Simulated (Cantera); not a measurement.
Feed: 1 mol SiC, 0.0093 mol Si, 0.8 mol H₂, at 0.825 Torr.

Equilibrium computed with Cantera from the NASA thermochemical tables; the gas is ideal and each condensed phase is pure. Candidate condensed phases: C, C₆H₆, C₇H₈, C₈H₁₈, Si, SiC; 87 gas species. Gases not in the tables: Si₂H₆ and higher silanes. Kinetics and transport are ignored.

Q: Which condensed phases are stable at each of these points (T (K)): 2275, 2325, 2375, 2425, 2475, 2525, 2575, 2625, 2675, 2725, 2775, 2825, 2875?

A: 
```json
[
 {"T (K)": "2275", "condensed phases": "C(graphite) + SiC(s)", "Si condensed (%)": "88.2"},
 {"T (K)": "2325", "condensed phases": "C(graphite) + SiC(s)", "Si condensed (%)": "74.4"},
 {"T (K)": "2375", "condensed phases": "C(graphite) + SiC(s)", "Si condensed (%)": "38.0"},
 {"T (K)": "2425", "condensed phases": "C(graphite)", "Si condensed (%)": "0.0"},
 {"T (K)": "2475", "condensed phases": "C(graphite)", "Si condensed (%)": "0.0"},
 {"T (K)": "2525", "condensed phases": "C(graphite)", "Si condensed (%)": "0.0"},
 {"T (K)": "2575", "condensed phases": "C(graphite)", "Si condensed (%)": "0.0"},
 {"T (K)": "2625", "condensed phases": "C(graphite)", "Si condensed (%)": "0.0"},
 {"T (K)": "2675", "condensed phases": "C(graphite)", "Si condensed (%)": "0.0"},
 {"T (K)": "2725", "condensed phases": "C(graphite)", "Si condensed (%)": "0.0"},
 {"T (K)": "2775", "condensed phases": "C(graphite)", "Si condensed (%)": "0.0"},
 {"T (K)": "2825", "condensed phases": "gas only", "Si condensed (%)": "0.0"},
 {"T (K)": "2875", "condensed phases": "gas only", "Si condensed (%)": "0.0"}
]
```

From 2275 K to 2375 K the condensed part is C(graphite) + SiC(s). From 2425 K to 2775 K the condensed part is C(graphite). From 2825 K to 2875 K nothing is condensed.
